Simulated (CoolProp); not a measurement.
Saturated liquid density (kg/m³) of propyne: the reference equation beside estimates from Tc = 129.6 °C, pc = 5.658 MPa, ω = 0.204. Rackett uses Z = 0.29056 − 0.08775 ω.

Computed with CoolProp (reference Helmholtz-energy equation of state, Polt 1992). This equation is an older, rougher fit; its heat capacities, sound speeds and derivatives of the liquid may be far off and weren't checked against measurements.

```tsv
T (°C)	reference	Rackett	van der Waals	Redlich-Kwong	Soave-Redlich-Kwong	Peng-Robinson
45.65	576.9	569.4	352.3	499.2	518.2	588.0
48.65	571.7	564.5	349.2	493.6	512.6	581.7
51.65	566.4	559.6	346.1	487.9	506.9	575.3
54.65	561.1	554.5	342.8	482.1	501.1	568.7
57.65	555.6	549.4	339.6	476.2	495.1	561.9
60.65	550.0	544.1	336.2	470.1	489.0	555.0
63.65	544.3	538.8	332.7	463.9	482.7	547.8
66.55	538.7	533.4	329.3	457.7	476.4	540.6
69.55	532.8	527.8	325.7	451.2	469.8	533.0
72.55	526.7	522.1	322.0	444.5	462.9	525.1
```

Absolute difference from the reference over all 10 rows, mean and median: Rackett 1.1 and 1.1 %, van der Waals 38.9 and 38.9 %, Redlich-Kwong 14.5 and 14.4 %, Soave-Redlich-Kwong 11.1 and 11.0 %, Peng-Robinson 1.0 and 1.0 %.
